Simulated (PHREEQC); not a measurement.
Make-up at 20 °C: 120 mmol/kgw CaCl2, 7.8 mmol/kgw CO2 and 2.4 mmol/kgw KCl. Closed to the air; pH follows from the charge balance.

Equilibrium calculation in PHREEQC: ion-association model, phreeqc.dat.

Precipitation was switched off in this run.

Question: Estimate the pH.

Answer: pH 4.14.
